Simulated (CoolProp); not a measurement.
Saturation properties of R125.

Model: reference Helmholtz-energy equation of state, Lemmon 2005, in CoolProp.

| T (°C) | p (MPa) | liquid density (kg/m³) | vapour density (kg/m³) | vapour viscosity (µPa s) |
|---|---|---|---|---|
| -75.85 | 0.02058 | 1610 | 1.527 | 8.52 |
| -63.85 | 0.04361 | 1569 | 3.081 | 9.04 |
| -51.95 | 0.08350 | 1527 | 5.661 | 9.55 |
| -39.95 | 0.1486 | 1484 | 9.746 | 10.1 |
| -27.95 | 0.2478 | 1438 | 15.85 | 10.6 |
| -16.05 | 0.3900 | 1390 | 24.56 | 11.1 |
| -4.05 | 0.5888 | 1338 | 36.90 | 11.7 |
| 7.95 | 0.8554 | 1282 | 54.03 | 12.3 |
| 19.85 | 1.200 | 1219 | 77.62 | 13.1 |

It boils at -48.1 °C under 1 atm.

Viscosity comes from a separate model (Huber 2006).
